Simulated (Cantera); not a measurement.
An isothermal, constant-pressure homogeneous reactor starts with N2O : H2 : N2 = 1 : 0.021 : 2 (molar parts), at 1523 K and 0.0484 atm.

Cantera simulation using GRI-Mech 3.0 (53 species, 325 reactions); the numbers are that mechanism's predictions, not measurements. GRI-Mech 3.0 was tuned for natural gas; its chemistry of N2O as a main component is partial and can be far from experiment. Radical loss at walls, strong at low pressure, is not modelled. The temperature is held fixed by assumption; the heat of reaction is taken as removed at once.

Q: Predict: x(N2O) at 100 s; x(H2) at 100 s; x(O) at 100 s; x(NO) at 100 s; x(O2) at 100 s; x(HO2) at 100 s.

A: x(N2O) at 100 s: 1.03e-6 (gas-phase equilibrium 1.63e-8)
x(H2) at 100 s: 2.11e-7 (gas-phase equilibrium 1.86e-7)
x(O) at 100 s: 8.34e-6 (gas-phase equilibrium 9.34e-6)
x(NO) at 100 s: 0.0595 (gas-phase equilibrium 0.00116)
x(O2) at 100 s: 0.110 (gas-phase equilibrium 0.139)
x(HO2) at 100 s: 1.61e-8 (gas-phase equilibrium 1.92e-8)
